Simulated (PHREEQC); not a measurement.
A solution holds 0.13 mol CuSO4, 0.1 mol HNO3 and 0.00016 mol KCl per kg of water, at 25 °C. Closed to the air; pH follows from the charge balance.

All values are PHREEQC results (ion-association model, phreeqc.dat), not measurements.

This is a speciation only: nothing precipitates in the calculation.

Q: Estimate the pH, ionic strength, density.

A: pH 1.40; ionic strength 0.354 mol/kgw; density 1.020 g/cm³.

Q: In which forms is K present?

A: K+ 94 %, KSO4- 5.7 % of the K.

Species that the database lacks are ignored.
